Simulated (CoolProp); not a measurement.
Vapour-liquid equilibrium of R152A (1) + n-pentane (2) at 285.6 K; x and y are mole fractions of (1).

Computed with CoolProp (multi-fluid Helmholtz-energy mixture model, Outcalt 1996 and Thol 2019; pair parameters Bell 2016).

Problem. Give the bubble pressure and the first vapour's composition at x = 0.45, 0.55, 0.65. Is there an azeotrope?

Solution. x = 0.45: 3.184 bar, y = 0.891; x = 0.55: 3.327 bar, y = 0.900; x = 0.65: 3.454 bar, y = 0.909. No azeotrope shows between x = 0.05 and 0.95.

The pair parameters rest on a limited set of measurements; away from them the model extrapolates. With so large a gap from Raoult's law the liquid may split in two, which this calculation doesn't test in full.
